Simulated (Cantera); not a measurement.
Mixture: 5.85 % CH4, 19.8 % O2, 74.3 % N2, equivalence ratio 0.59, at 32000 Pa, adiabatic and at constant pressure. Ignition delay is the time to a rise of 400 K.

Cantera simulation using GRI-Mech 3.0 (53 species, 325 reactions); the numbers are that mechanism's predictions, not measurements.

Task: Predict: delay at 1275 K; delay at 1350 K; delay at 1425 K; delay at 1500 K; delay at 1575 K; apparent activation energy between 1425 and 1575 K.

Result: 
```json
{
 "delay at 1275 K": "29.2 ms",
 "delay at 1350 K": "11.3 ms",
 "delay at 1425 K": "4.96 ms",
 "delay at 1500 K": "2.46 ms",
 "delay at 1575 K": "1.34 ms",
 "apparent activation energy between 1425 and 1575 K": "160 kJ/mol"
}
```
